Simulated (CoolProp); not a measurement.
Properties of carbon dioxide along the isobar 9.51 MPa (Tc = 31.0 °C, pc = 7.377 MPa, ω = 0.224).

The numbers come from the reference Helmholtz-energy equation of state, Span 1996 in CoolProp.

```json
[
 {"T (°C)": "-0.05", "phase": "liquid", "density (kg/m³)": "971.5", "cp (kJ/(kg K))": "2.195", "Joule-Thomson coefficient (K/MPa)": "0.1994"},
 {"T (°C)": "11.05", "phase": "liquid", "density (kg/m³)": "910.2", "cp (kJ/(kg K))": "2.393", "Joule-Thomson coefficient (K/MPa)": "0.4101"},
 {"T (°C)": "22.05", "phase": "liquid", "density (kg/m³)": "834.2", "cp (kJ/(kg K))": "2.791", "Joule-Thomson coefficient (K/MPa)": "0.7888"},
 {"T (°C)": "33.15", "phase": "supercritical", "density (kg/m³)": "719.9", "cp (kJ/(kg K))": "4.035", "Joule-Thomson coefficient (K/MPa)": "1.697"},
 {"T (°C)": "44.25", "phase": "supercritical", "density (kg/m³)": "437.3", "cp (kJ/(kg K))": "9.038", "Joule-Thomson coefficient (K/MPa)": "5.230"},
 {"T (°C)": "55.25", "phase": "supercritical", "density (kg/m³)": "286.8", "cp (kJ/(kg K))": "3.293", "Joule-Thomson coefficient (K/MPa)": "6.624"},
 {"T (°C)": "66.35", "phase": "supercritical", "density (kg/m³)": "238.1", "cp (kJ/(kg K))": "2.225", "Joule-Thomson coefficient (K/MPa)": "6.527"},
 {"T (°C)": "77.35", "phase": "supercritical", "density (kg/m³)": "210.5", "cp (kJ/(kg K))": "1.821", "Joule-Thomson coefficient (K/MPa)": "6.200"},
 {"T (°C)": "88.45", "phase": "supercritical", "density (kg/m³)": "191.4", "cp (kJ/(kg K))": "1.607", "Joule-Thomson coefficient (K/MPa)": "5.826"},
 {"T (°C)": "99.45", "phase": "supercritical", "density (kg/m³)": "177.0", "cp (kJ/(kg K))": "1.477", "Joule-Thomson coefficient (K/MPa)": "5.459"},
 {"T (°C)": "110.55", "phase": "supercritical", "density (kg/m³)": "165.5", "cp (kJ/(kg K))": "1.390", "Joule-Thomson coefficient (K/MPa)": "5.109"},
 {"T (°C)": "121.65", "phase": "supercritical", "density (kg/m³)": "156.0", "cp (kJ/(kg K))": "1.328", "Joule-Thomson coefficient (K/MPa)": "4.784"},
 {"T (°C)": "132.65", "phase": "supercritical", "density (kg/m³)": "148.0", "cp (kJ/(kg K))": "1.284", "Joule-Thomson coefficient (K/MPa)": "4.486"},
 {"T (°C)": "143.75", "phase": "supercritical", "density (kg/m³)": "141.0", "cp (kJ/(kg K))": "1.250", "Joule-Thomson coefficient (K/MPa)": "4.209"},
 {"T (°C)": "154.75", "phase": "supercritical", "density (kg/m³)": "134.9", "cp (kJ/(kg K))": "1.225", "Joule-Thomson coefficient (K/MPa)": "3.957"}
]
```

The peak of cp marks the crossing from liquid-like to gas-like fluid above the critical point.
